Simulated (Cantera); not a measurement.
A perfectly stirred reactor is fed with CH4 : CO : O2 : N2 = 1 : 0.047 : 2.02 : 7.61 (molar parts), at 0.484 atm; it is adiabatic with a 375 K inlet, and is followed from long to short residence time, starting on the burning branch (τ in s: 0.13, 0.06, 0.028, 0.013, 0.0062, 0.0029, 0.0014, 0.00063, 0.0003, 0.00014, 6.5e-05, 3e-05).

Detailed kinetics in Cantera: GRI-Mech 3.0 (53 species, 325 reactions).

Task: Predict: blow-out, bracketed by the residence times tried; x(CH4) at τ = 0.130 s; x(CO) at τ = 0.130 s; x(O2) at τ = 0.130 s; x(H2) at τ = 0.130 s; x(NO2) at τ = 0.130 s; x(CH4) at τ = 1.40 ms; x(CO) at τ = 1.40 ms; x(O2) at τ = 1.40 ms; x(H2) at τ = 1.40 ms; x(NO2) at τ = 1.40 ms.

Result: 
```
Item                                                                            Value
------------------------------------------------  -----------------------------------
blow-out, bracketed by the residence times tried  burning at 0.140 ms, out at 65.0 µs
x(CH4) at τ = 0.130 s                                                         3.91e-6
x(CO) at τ = 0.130 s                                                           0.0147
x(O2) at τ = 0.130 s                                                          0.00822
x(H2) at τ = 0.130 s                                                          0.00588
x(NO2) at τ = 0.130 s                                                         1.38e-7
x(CH4) at τ = 1.40 ms                                                        0.000123
x(CO) at τ = 1.40 ms                                                           0.0297
x(O2) at τ = 1.40 ms                                                           0.0203
x(H2) at τ = 1.40 ms                                                           0.0148
x(NO2) at τ = 1.40 ms                                                         6.06e-9
```
